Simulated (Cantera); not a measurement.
Feed: 1 mol B2O3, 0.093 mol O2, 28 mol H2, equilibrated at 6.10 mbar.

Equilibrium computed with Cantera from the NASA thermochemical tables; the gas is ideal and each condensed phase is pure. Candidate condensed phases: B, B2O3, B3O3H3, H2O; 23 gas species. Rates play no part. All values below are at 1625 K.

Base state: H2 0.944, HBO2 0.0240, B2O3 0.0149, HBO 0.0129, H2O 0.00196, B2O2 0.000964, H 0.000878, BO 0.000264 (mole fractions); condensed: gas only.

Problem. What changes in the equilibrium state with this change: O2 from 0.093 to 9.3 mol?

Solution. 
```
species    before     after
-------  --------  --------
H2O       0.00196     0.607
H2          0.944     0.324
HBO2       0.0240    0.0681
HBO        0.0129   4.06e-5
B2O3       0.0149  0.000387
B2O2     0.000964   2.77e-8
OH        7.67e-8   4.06e-5
BO       0.000264   1.41e-6
H        0.000878  0.000514
```
Gases not in the tables: H3BO3.

Problem. What changes in the equilibrium state with this change: pressure from 6.10 mbar to 47.0 mbar?

Solution. 
| species | before | after |
|---|---|---|
| H2 | 0.944 | 0.970 |
| HBO2 | 0.0240 | 0.0154 |
| HBO | 0.0129 | 0.00672 |
| B2O3 | 0.0149 | 0.00484 |
| BO | 0.000264 | 4.88e-5 |
| B2O2 | 0.000964 | 0.000254 |
| H | 0.000878 | 0.000321 |
| H2O | 0.00196 | 0.00248 |
| B2O3(l), mol | 0 | 0.540 |
Gases not in the tables: H3BO3.
